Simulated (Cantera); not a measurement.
Input: 1 mol HMDSO, 0.98 mol CO2, at 0.000130 bar.

These are equilibrium values from Cantera (NASA tables, ideal gas, pure condensed phases), not measurements of a reactor. Candidate condensed phases: C, C6H6, C7H8, C8H18, H2O, Si, SiC, SiO2; 123 gas species. The feed counts by its element totals alone. Rates play no part.

### Question
What share of the Si ends up in condensed phases as a function of T (K), at 1775, 1800, 1825, 1850, 1875, 1900, 1925, 1950, 1975, 2000?

### Answer
| T (K) | Si condensed (%) | as |
|---|---|---|
| 1775 | 99.0 | SiC(s) |
| 1800 | 98.8 | SiC(s) |
| 1825 | 98.5 | SiC(s) |
| 1850 | 98.1 | SiC(s) |
| 1875 | 97.5 | SiC(s) |
| 1900 | 96.5 | SiC(s) |
| 1925 | 95.2 | SiC(s) |
| 1950 | 93.1 | SiC(s) |
| 1975 | 90.1 | SiC(s) |
| 2000 | 85.5 | SiC(s) |
